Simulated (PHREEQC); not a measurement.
Copper plating or etch bath (model solution)

Make-up at 10 °C: 1.5 mmol/kgw CuCl2, 2.9 mmol/kgw H2SO4 and 3 mmol/kgw KCl. Closed to the air; pH follows from the charge balance.

All values are PHREEQC results (ion-association model, phreeqc.dat), not measurements.

```json
{
  "pH": "2.32",
  "ionic_strength": "0.0143 mol/kgw",
  "specific_conductance": "1880 µS/cm",
  "total_alkalinity": "-5.80 meq/kg"
}
```

```json
[
 {"species": "Cl-", "molality": "0.00599", "activity": "0.00532", "log γ": "-0.052"},
 {"species": "H+", "molality": "0.00528", "activity": "0.00477", "log γ": "-0.044"},
 {"species": "K+", "molality": "0.00298", "activity": "0.00264", "log γ": "-0.052"},
 {"species": "SO4-2", "molality": "0.00215", "activity": "0.00136", "log γ": "-0.200"},
 {"species": "Cu+2", "molality": "0.00129", "activity": "0.000827", "log γ": "-0.193"},
 {"species": "HSO4-", "molality": "0.000522", "activity": "0.000464", "log γ": "-0.051"},
 {"species": "CuSO4", "molality": "0.000205", "activity": "0.000206", "log γ": "0.001"},
 {"species": "KSO4-", "molality": "2.14e-5", "activity": "1.91e-5", "log γ": "-0.049"}
]
```

This is a speciation only: nothing precipitates in the calculation. Complexes and solids missing from the database can't appear. Away from 25 °C the constants follow the database's enthalpies or fits; those with neither stay at their 25 °C values.
